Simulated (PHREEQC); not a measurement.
A solution holds 0.01 mol Mg(NO3)2 per kg of water, at 25 °C. Closed to the air; pH follows from the charge balance.

Equilibrium calculation in PHREEQC: ion-association model, phreeqc.dat.

```yaml
ionic_strength: 0.0300 mol/kgw
specific_conductance: 2120 µS/cm
```

```csv
species,molality,activity,log γ
NO3-,0.0200,0.0168,-0.075
Mg+2,0.0100,0.00546,-0.263
H+,2.00e-7,1.75e-7,-0.058
MgOH+,1.31e-7,1.13e-7,-0.064
OH-,6.86e-8,5.79e-8,-0.074
```

Precipitation was switched off in this run. Species that the database lacks are ignored.
